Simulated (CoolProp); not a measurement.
Properties of octamethyltrisiloxane (MDM) along the isobar 40.9 bar (Tc = 565.4 K, pc = 14.38 bar, ω = 0.528).

The numbers come from the reference Helmholtz-energy equation of state, Thol 2017 in CoolProp.

| T (K) | phase | cp (kJ/(kg K)) | cv (kJ/(kg K)) | fugacity coefficient |
|---|---|---|---|---|
| 486.8 | liquid | 2.237 | 1.935 | 0.1155 |
| 495.6 | liquid | 2.260 | 1.955 | 0.1326 |
| 504.4 | liquid | 2.282 | 1.975 | 0.1510 |
| 513.2 | liquid | 2.305 | 1.995 | 0.1708 |
| 522.1 | liquid | 2.329 | 2.015 | 0.1921 |
| 530.9 | liquid | 2.353 | 2.034 | 0.2142 |
| 539.7 | liquid | 2.378 | 2.053 | 0.2375 |
| 548.5 | liquid | 2.403 | 2.072 | 0.2617 |
| 557.4 | liquid | 2.430 | 2.091 | 0.2870 |
| 566.2 | supercritical | 2.457 | 2.109 | 0.3127 |
| 575 | supercritical | 2.485 | 2.127 | 0.3390 |
